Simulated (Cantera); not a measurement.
Input (Python, Cantera):

```python
import numpy as np
import cantera as ct

surf = ct.Interface("diamond.yaml", "diamond_100")
gas, bulk = surf.adjacent["gas"], surf.adjacent["diamond"]
k = surf.kinetics_species_index(bulk.species_names[0])
cover = ["c6HH", "c6H*", "c6*H", "c6**", "c6HM", "c6B"]

rows, drift = [], 0.0
print(f"{'xCH3':>10s}{'um/h':>11s}" + "".join(f"{s:>11s}" for s in cover))
for v in [1e-06, 2.4e-06, 5.8e-06, 1.4e-05, 3.4e-05, 8.2e-05, 0.0002, 0.00048, 0.0012]:
    T, P, xH, xCH3 = 1250, 11000, 0.011, v
    gas.TPX = T, P, {"H": xH, "CH3": xCH3, "CH4": 0.016, "H2": 1 - xH - xCH3 - 0.016}
    surf.TP = bulk.TP = T, P
    surf.coverages = "c6H*:0.1, c6HH:0.9"
    surf.advance_coverages(100.0)
    before = surf.coverages
    surf.advance_coverages(100.0)
    drift = max(drift, np.max(np.abs(surf.coverages - before) / (surf.coverages + 1e-9)))
    rate = surf.net_production_rates[k] * bulk.mean_molecular_weight / bulk.density * 3.6e9
    rows.append([rate, *surf[cover].coverages])
    print(f"{v:10.4g}{rate:11.4e}" + "".join(f"{x:11.3e}" for x in rows[-1][1:]))
```

Output:

```
      xCH3       um/h       c6HH       c6H*       c6*H       c6**       c6HM        c6B
     1e-06 6.5250e-02  4.080e-01  4.406e-02  5.102e-01  3.766e-02  8.572e-06  1.771e-10
   2.4e-06 1.5659e-01  4.080e-01  4.406e-02  5.102e-01  3.766e-02  2.057e-05  4.249e-10
   5.8e-06 3.7840e-01  4.080e-01  4.406e-02  5.102e-01  3.765e-02  4.971e-05  1.027e-09
   1.4e-05 9.1317e-01  4.080e-01  4.405e-02  5.101e-01  3.764e-02  1.200e-04  2.478e-09
   3.4e-05 2.2165e+00  4.078e-01  4.404e-02  5.100e-01  3.761e-02  2.912e-04  6.015e-09
   8.2e-05 5.3386e+00  4.076e-01  4.400e-02  5.096e-01  3.754e-02  7.015e-04  1.449e-08
    0.0002 1.2979e+01  4.069e-01  4.392e-02  5.086e-01  3.738e-02  1.706e-03  3.522e-08
   0.00048 3.0913e+01  4.054e-01  4.372e-02  5.063e-01  3.698e-02  4.066e-03  8.388e-08
    0.0012 7.5807e+01  4.015e-01  4.322e-02  5.005e-01  3.601e-02  9.987e-03  2.057e-07
```

Model: the Harris–Goodwin 1993 mechanism for the reconstructed diamond (100) surface, integrated in Cantera.
